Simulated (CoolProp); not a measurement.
Vapour pressure (MPa) of R245ca: the reference equation beside estimates from Tc = 174.4 °C, pc = 3.941 MPa, ω = 0.355. Clausius-Clapeyron is anchored at 12.85 °C with a constant enthalpy of vaporisation of 28.31 kJ/mol.

Values from CoolProp's reference Helmholtz-energy equation of state, Zhou 2016.

```csv
T (°C),reference,Lee-Kesler,Clausius-Clapeyron,van der Waals
12.85,0.06115,0.06078,0.06115,0.4878
22.15,0.08971,0.08934,0.08896,0.5801
31.45,0.1279,0.1277,0.1265,0.6832
40.75,0.1778,0.1778,0.1762,0.7977
50.05,0.2416,0.2421,0.2407,0.9241
59.45,0.3227,0.3239,0.3241,1.064
68.75,0.4220,0.4240,0.4282,1.216
78.05,0.5429,0.5459,0.5574,1.381
87.35,0.6882,0.6923,0.7157,1.559
96.65,0.8611,0.8662,0.9076,1.751
```

Absolute difference from the reference over all 10 rows, mean and median: Lee-Kesler 0.4 and 0.4 %, Clausius-Clapeyron 1.7 and 1.0 %, van der Waals 311.2 and 256.1 %.
